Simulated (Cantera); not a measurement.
Charge: 1 mol SiC, 0.013 mol H2O, a varied amount of N2, equilibrated at 1875 K and 0.100 bar.

Cantera equilibrium calculation (NASA polynomials, part measured and part estimated; ideal gas, pure solids and liquids). Candidate condensed phases: C, C6H6, C7H8, C8H18, H2O, Si, SiC, SiO2, Si2N2O, Si3N4; 151 gas species. Kinetics and transport are ignored.

x: gas mole fraction; n: condensed amount in mol.

| n(N2) (mol) | x N2 | x H2 | x SiO | x CO | x H | x HCN | n SiC(s) |
|---|---|---|---|---|---|---|---|
| 2.8 | 0.991 | 0.00450 | 0.00230 | 0.00230 | 0.000139 | 4.81e-5 | 0.993 |
| 4.5 | 0.994 | 0.00280 | 0.00143 | 0.00144 | 0.000110 | 3.81e-5 | 0.993 |
| 6.1 | 0.996 | 0.00206 | 0.00105 | 0.00107 | 9.40e-5 | 3.28e-5 | 0.993 |
| 7.8 | 0.997 | 0.00160 | 0.000822 | 0.000839 | 8.30e-5 | 2.91e-5 | 0.993 |
| 9.4 | 0.997 | … | … | … | 7.55e-5 | 2.66e-5 | 0.993 |
| 11 | 0.998 | 0.00113 | 0.000579 | 0.000600 | 6.97e-5 | 2.46e-5 | 0.993 |
| 13 | 0.998 | 0.000954 | 0.000488 | 0.000510 | 6.40e-5 | 2.27e-5 | 0.993 |
| 14 | 0.998 | 0.000884 | 0.000452 | 0.000475 | 6.16e-5 | 2.19e-5 | 0.993 |
| 16 | 0.998 | 0.000771 | 0.000394 | 0.000418 | 5.76e-5 | 2.06e-5 | 0.993 |
| 18 | 0.998 | 0.000684 | 0.000348 | 0.000373 | 5.42e-5 | 1.95e-5 | 0.993 |
| 19 | 0.999 | 0.000647 | 0.000329 | 0.000354 | 5.27e-5 | 1.90e-5 | 0.993 |
| 21 | 0.999 | 0.000584 | 0.000296 | 0.000322 | 5.01e-5 | 1.81e-5 | 0.993 |

Question: Complete the blanks.

Answer: 
- 9.4, x H2: 0.00133
- 9.4, x SiO: 0.000680
- 9.4, x CO: 0.000699
